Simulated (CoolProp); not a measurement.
Vapour-liquid equilibrium of R125 (1) + R227EA (2) at 0.055 MPa; x and y are mole fractions of (1).

Computed with CoolProp (multi-fluid Helmholtz-energy mixture model, Lemmon 2005 and Lemmon 2016; pair parameters Bell 2016).

**Question.** Give the bubble temperature and the first vapour's composition at x = 0.05, 0.425, 0.65. Is there an azeotrope?

**Answer.** x = 0.05: -32.6 °C, y = 0.177; x = 0.425: -48.0 °C, y = 0.781; x = 0.65: -53.6 °C, y = 0.904. No azeotrope shows between x = 0.05 and 0.95.

Pair parameters are fitted to limited data, so mixtures are less certain than the pure fluids.
